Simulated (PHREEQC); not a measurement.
0.047 g of hydrous ferric oxide (600 m²/g; 0.2 weak and 0.005 strong sites per Fe, Dzombak-Morel constants, diffuse double layer) in 1 kg of water with 0.001 mol/kgw of an inert sodium salt and 6e-06 mol/kgw Na2HAsO4, at 25 °C; the pH is set by adding NaOH or the inert anion's acid. Oxygen alone is held at its pressure in air (log pO2 = -0.68). CO2 from the air is kept out. Nothing may precipitate in this run.

Equilibrium calculation in PHREEQC: ion-association model, wateq4f.dat.

```json
[
 {"pH": "4", "As sorbed (%)": "100.0", "surface charge σ (C/m²)": "0.101", "surface potential ψ (mV)": "202"},
 {"pH": "4.38", "As sorbed (%)": "100.0", "surface charge σ (C/m²)": "0.071", "surface potential ψ (mV)": "186"},
 {"pH": "4.75", "As sorbed (%)": "100.0", "surface charge σ (C/m²)": "0.050", "surface potential ψ (mV)": "169"},
 {"pH": "5.12", "As sorbed (%)": "100.0", "surface charge σ (C/m²)": "0.035", "surface potential ψ (mV)": "151"},
 {"pH": "5.5", "As sorbed (%)": "100.0", "surface charge σ (C/m²)": "0.024", "surface potential ψ (mV)": "131"},
 {"pH": "5.88", "As sorbed (%)": "100.0", "surface charge σ (C/m²)": "0.016", "surface potential ψ (mV)": "110"},
 {"pH": "6.25", "As sorbed (%)": "100.0", "surface charge σ (C/m²)": "0.010", "surface potential ψ (mV)": "90"},
 {"pH": "6.62", "As sorbed (%)": "100.0", "surface charge σ (C/m²)": "0.007", "surface potential ψ (mV)": "69"},
 {"pH": "7", "As sorbed (%)": "100.0", "surface charge σ (C/m²)": "0.004", "surface potential ψ (mV)": "47"},
 {"pH": "7.38", "As sorbed (%)": "99.9", "surface charge σ (C/m²)": "0.002", "surface potential ψ (mV)": "25"},
 {"pH": "7.75", "As sorbed (%)": "99.8", "surface charge σ (C/m²)": "0.000", "surface potential ψ (mV)": "4"},
 {"pH": "8.12", "As sorbed (%)": "99.0", "surface charge σ (C/m²)": "-0.001", "surface potential ψ (mV)": "-17"},
 {"pH": "8.5", "As sorbed (%)": "95.2", "surface charge σ (C/m²)": "-0.003", "surface potential ψ (mV)": "-39"},
 {"pH": "8.88", "As sorbed (%)": "82.9", "surface charge σ (C/m²)": "-0.005", "surface potential ψ (mV)": "-59"},
 {"pH": "9.25", "As sorbed (%)": "60.3", "surface charge σ (C/m²)": "-0.008", "surface potential ψ (mV)": "-76"},
 {"pH": "9.62", "As sorbed (%)": "34.6", "surface charge σ (C/m²)": "-0.011", "surface potential ψ (mV)": "-92"},
 {"pH": "10", "As sorbed (%)": "14.2", "surface charge σ (C/m²)": "-0.016", "surface potential ψ (mV)": "-109"}
]
```
